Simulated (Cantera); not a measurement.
A perfectly stirred reactor is fed with CH₄ : N₂ = 1 : 3.1 (molar parts), at 90.0 Torr; it is held at 1500 K, and followed from long to short residence time.

Cantera simulation using GRI-Mech 3.0 (53 species, 325 reactions); the numbers are that mechanism's predictions, not measurements. GRI-Mech 3.0 stops at C3 and has no aromatics, soot or wall deposition, so with more carbon than oxygen in the feed, carbon stays in small species such as C2H2 where larger ones or solid carbon would form.

```
quantity                  before     after
----------------------  --------  --------
x(CH₄) at τ = 5.70 s       0.101     0.202
x(C₂H) at τ = 5.70 s     6.83e-9   1.03e-8
x(CH₂) at τ = 5.70 s     6.69e-9   6.53e-9
x(C₂H₂) at τ = 5.70 s     0.0565     0.122
x(C₂H₆) at τ = 5.70 s    3.81e-5   7.08e-5
x(CH₄) at τ = 0.130 s      0.228     0.544
x(C₂H) at τ = 0.130 s   5.67e-10   1.09e-9
x(CH₂) at τ = 0.130 s    1.70e-8   1.82e-8
x(C₂H₂) at τ = 0.130 s   0.00372    0.0113
x(C₂H₆) at τ = 0.130 s  0.000274  0.000674
```

**Question.** Name the change that produced these shifts.
A. CH4 1 to 4.6 parts
B. pressure from 90.0 Torr to 1.01 bar
C. N2 3.1 to 26 parts
D. temperature 1500 to 1025 K

**Answer.** A, CH4 1 to 4.6 parts
